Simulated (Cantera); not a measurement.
## Equilibrium for silicon epitaxy and polysilicon growth: SiCl₄ + Cl₂ + H₂

Charge: 1 mol SiCl₄, 0.17 mol Cl₂, 13 mol H₂, equilibrated at 24000 Pa.

Method: chemical equilibrium by Gibbs-energy minimisation in Cantera with the NASA 1993 tables (ideal gas, pure condensed phases). Candidate condensed phases: Si; 19 gas species. The tables' values for SiCl₃, SiCl are old estimates; treat these amounts as uncertain. The numbers say what is thermodynamically allowed, not how fast it happens.

From 925 °C to 1375 °C nothing is condensed. The main Si-bearing gas is SiCl₄ at 925 °C and SiCl₂ at 1375 °C.

```tsv
T (°C)	log p H₂	log p HCl	log p SiCl₂	log p SiCl₄	log p SiHCl₃	log p SiCl₃	log p SiH₂Cl₂
925	-0.68	-1.85	-2.85	-2.00	-2.40	-2.90	-3.69
975	-0.69	-1.77	-2.57	-2.08	-2.44	-2.75	-3.67
1025	-0.69	-1.70	-2.36	-2.18	-2.52	-2.65	-3.71
1075	-0.70	-1.63	-2.19	-2.31	-2.62	-2.60	-3.78
1125	-0.71	-1.57	-2.07	-2.47	-2.76	-2.59	-3.87
1175	-0.71	-1.53	-1.99	-2.67	-2.92	-2.61	-3.99
1225	-0.72	-1.49	-1.93	-2.89	-3.11	-2.66	-4.11
1275	-0.72	-1.47	-1.89	-3.14	-3.30	-2.74	-4.25
1325	-0.72	-1.46	-1.86	-3.39	-3.50	-2.82	-4.38
1375	-0.72	-1.45	-1.85	-3.64	-3.69	-2.92	-4.51
```
log p: log10 of the partial pressure in bar; nothing condenses.
